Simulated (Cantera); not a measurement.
A closed system holds: 1 mol Si, 2.8 mol SF₆, 0.18 mol N₂, held at 900 K and 75.0 Torr.

Equilibrium computed with Cantera from the NASA thermochemical tables; the gas is ideal and each condensed phase is pure. Candidate condensed phases: S, Si, Si₃N₄; 29 gas species. The tables' values for SF₃, S₂F₂ (SSF₂), SF₅ are old estimates; treat these amounts as uncertain. Rates play no part.

Base state: SF₄ 0.499, SiF₄ 0.251, SF₆ 0.203, N₂ 0.0452, SF₃ 0.00121, SF₂ 0.000551, S₂F₂ (SSF₂) 0.000193, SF₅ 1.56e-5 (mole fractions); condensed: gas only.

Task: What changes in the equilibrium state with this change: temperature from 900 K to 1523.15 K?

Result: 
```json
[
 {"species": "SF₄", "before": "0.499", "after": "0.489"},
 {"species": "SiF₄", "before": "0.251", "after": "0.232"},
 {"species": "SF₆", "before": "0.203", "after": "0.151"},
 {"species": "F", "before": "3.85e-9", "after": "0.0761"},
 {"species": "N₂", "before": "0.0452", "after": "0.0418"},
 {"species": "S₂F₂ (SSF₂)", "before": "0.000193", "after": "<1e-9"},
 {"species": "F₂", "before": "<1e-9", "after": "6.36e-5"},
 {"species": "SF₅", "before": "1.56e-5", "after": "0.00136"},
 {"species": "SF₃", "before": "0.00121", "after": "0.00705"}
]
```
The tables' values for SF₃, SF₅ are old estimates; treat these amounts as uncertain.
